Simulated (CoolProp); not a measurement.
Oxygen at 298.15 K and 0.824 MPa is throttled through a valve to 0.192 MPa with no heat exchange. Each further row changes one setting.

The numbers come from the reference Helmholtz-energy equation of state, Schmidt 1985 in CoolProp.

```
case                        temperature change (K)  final density (kg/m³)
--------------------------  ----------------------  ---------------------
as stated                                     -1.7             (withheld)
outlet pressure 0.0576 MPa              (withheld)             (withheld)
outlet pressure 0.25 MPa                (withheld)                   3.25
```

Some entries are withheld; supply them.


- as stated, final density (kg/m³): 2.50
- outlet pressure 0.0576 MPa, temperature change (K): -2.1
- outlet pressure 0.0576 MPa, final density (kg/m³): 0.749
- outlet pressure 0.25 MPa, temperature change (K): -1.5
